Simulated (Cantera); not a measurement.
Low-pressure radical oxidation in H2/O2

An isothermal, constant-pressure homogeneous reactor starts with 3.84 % H2, 96.0 % O2, 0.173 % N2, equivalence ratio 0.020, at 1200 K and 20.0 Torr.

Computed with Cantera and GRI-Mech 3.0 (53 species, 325 reactions). Radical loss at walls, strong at low pressure, is not modelled. The temperature is held fixed by assumption; the heat of reaction is taken as removed at once.

```csv
t (s),x H2,x O2,x O,x HO2,x OH,x H2O
0.000600,0.0384,0.960,3.79e-6,6.83e-8,2.52e-6,5.19e-6
0.00157,0.00867,0.938,0.0164,6.84e-6,0.00521,0.0239
0.00409,0.000470,0.934,0.0222,5.42e-6,0.00251,0.0350
0.0107,0.000298,0.944,0.0138,4.70e-6,0.00200,0.0366
0.0278,0.000118,0.953,0.00536,3.25e-6,0.00126,0.0380
0.0727,2.82e-5,0.958,0.00128,1.55e-6,0.000619,0.0387
0.190,5.21e-6,0.959,0.000239,5.12e-7,0.000269,0.0390
0.495,9.88e-7,0.959,4.59e-5,1.39e-7,0.000118,0.0391
1.29,2.19e-7,0.959,1.03e-5,3.83e-8,5.62e-5,0.0391
3.37,5.81e-8,0.959,2.77e-6,1.32e-8,2.91e-5,0.0391
8.81,1.78e-8,0.959,8.53e-7,7.79e-9,1.62e-5,0.0391
23.0,6.42e-9,0.959,3.10e-7,8.36e-9,9.73e-6,0.0391
60.0,3.46e-9,0.959,1.67e-7,1.02e-8,7.15e-6,0.0391
```
x: mole fraction; the columns are a selection and need not sum to one.

Equilibrium at this temperature and pressure: H2 3.13e-9, O2 0.959, O 1.51e-7, HO2 1.06e-8, OH 6.80e-6, H2O 0.0391 (gas phase only).
